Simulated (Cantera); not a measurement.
A Cantera script and its output.

```python
import numpy as np
import cantera as ct

gas = ct.Solution("gri30.yaml")


def delay(T, t_max=10):
    gas.TPX = T, 1000000, {'CH4': 1, 'H2': 1.3, 'O2': 5.64, 'N2': 21.2}
    reactor = ct.IdealGasReactor(gas, clone=False)
    net = ct.ReactorNet([reactor])
    net.rtol, net.atol = 1e-8, 1e-16
    while net.time < t_max:
        t_old, T_old = net.time, reactor.T
        net.step()
        if reactor.T > T + 400:  # ignition: a rise of 400 K
            return t_old + (T + 400 - T_old) / (reactor.T - T_old) * (net.time - t_old)
    return np.nan


taus = []
for T in [1198, 1248, 1298, 1348, 1398, 1448, 1498]:
    taus.append(delay(T))
    print(f"T0 = {T:6g} K   tau = {taus[-1]:.4e} s")
```

Result:

```
T0 =   1198 K   tau = 2.0382e-04 s
T0 =   1248 K   tau = 9.4576e-05 s
T0 =   1298 K   tau = 5.2565e-05 s
T0 =   1348 K   tau = 3.2719e-05 s
T0 =   1398 K   tau = 2.1901e-05 s
T0 =   1448 K   tau = 1.5422e-05 s
T0 =   1498 K   tau = 1.1282e-05 s
```

Cantera simulation using GRI-Mech 3.0 (53 species, 325 reactions); the numbers are that mechanism's predictions, not measurements.
